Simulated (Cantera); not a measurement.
What does this Cantera script print?

```python
import numpy as np
import cantera as ct

gas = ct.Solution("gri30.yaml")
gas.TPX = 1750, 1100000, {'CH4': 1, 'C2H6': 0.065, 'O2': 1.49, 'N2': 5.58}
reactor = ct.IdealGasReactor(gas, energy="on", clone=False)
net = ct.ReactorNet([reactor])
net.rtol, net.atol = 1e-08, 1e-16
show = ['CH4', 'C2H6', 'O2', 'H2O', 'O']
times = np.geomspace(5e-06, 6, 15)

steps = ct.SolutionArray(gas, extra=["t"])
rows = []
print(f"{'t/s':>10s}{'T/K':>9s}{'P/Pa':>11s}" + "".join(f"{s:>11s}" for s in show))
for t in times:
    while net.time < t:
        t_next = net.step()
        steps.append(gas.state, t=t_next)
    rows.append([np.interp(t, steps.t, y) for y in (steps.T, steps.P, *steps(*show).X.T)])
    print(f"{t:10.3e}{rows[-1][0]:9.1f}{rows[-1][1]:11.4g}" + "".join(f"{x:11.3e}" for x in rows[-1][2:]))
rate = np.gradient(steps.T, steps.t)
print("integrator steps:", len(steps.t))
if steps.T.max() > steps.T[0] + 200:
    print(f"time of steepest temperature rise: {steps.t[rate.argmax()]:.4e} s")
gas.TPX = 1750, 1100000, {'CH4': 1, 'C2H6': 0.065, 'O2': 1.49, 'N2': 5.58}
gas.equilibrate("UV")
print(f"equilibrium (UV): T = {gas.T:.1f} K  " + "  ".join(f"{s} {gas[s].X[0]:.3e}" for s in show))
```

It prints:

```
       t/s      T/K       P/Pa        CH4       C2H6         O2        H2O          O
 5.000e-06   1773.6  1.119e+06  1.148e-01  6.047e-03  1.771e-01  6.129e-03  7.881e-06
 1.359e-05   3237.1  2.275e+06  3.707e-11  1.283e-21  1.878e-03  1.543e-01  2.205e-03
 3.693e-05   3223.6  2.266e+06  4.132e-11  1.544e-21  1.636e-03  1.533e-01  1.976e-03
 1.004e-04   3221.1  2.265e+06  4.202e-11  1.589e-21  1.599e-03  1.532e-01  1.940e-03
 2.728e-04   3221.1  2.265e+06  4.203e-11  1.589e-21  1.599e-03  1.532e-01  1.940e-03
 7.415e-04   3221.1  2.265e+06  4.203e-11  1.589e-21  1.599e-03  1.532e-01  1.940e-03
 2.015e-03   3221.1  2.265e+06  4.203e-11  1.589e-21  1.599e-03  1.532e-01  1.940e-03
 5.477e-03   3221.1  2.265e+06  4.203e-11  1.589e-21  1.599e-03  1.532e-01  1.940e-03
 1.489e-02   3221.1  2.265e+06  4.203e-11  1.589e-21  1.599e-03  1.532e-01  1.940e-03
 4.046e-02   3221.1  2.265e+06  4.203e-11  1.589e-21  1.599e-03  1.532e-01  1.940e-03
 1.100e-01   3221.1  2.265e+06  4.203e-11  1.589e-21  1.599e-03  1.532e-01  1.940e-03
 2.989e-01   3221.1  2.265e+06  4.203e-11  1.589e-21  1.599e-03  1.532e-01  1.940e-03
 8.123e-01   3221.1  2.265e+06  4.203e-11  1.589e-21  1.599e-03  1.532e-01  1.940e-03
 2.208e+00   3221.1  2.265e+06  4.203e-11  1.589e-21  1.599e-03  1.532e-01  1.940e-03
 6.000e+00   3221.1  2.265e+06  4.203e-11  1.589e-21  1.599e-03  1.532e-01  1.940e-03
integrator steps: 1712
time of steepest temperature rise: 1.0271e-05 s
equilibrium (UV): T = 3221.1 K  CH4 4.868e-11  C2H6 2.081e-21  O2 1.599e-03  H2O 1.532e-01  O 1.940e-03
```

Detailed kinetics in Cantera: GRI-Mech 3.0 (53 species, 325 reactions). Above 3000 K some thermodynamic fits are extrapolated.
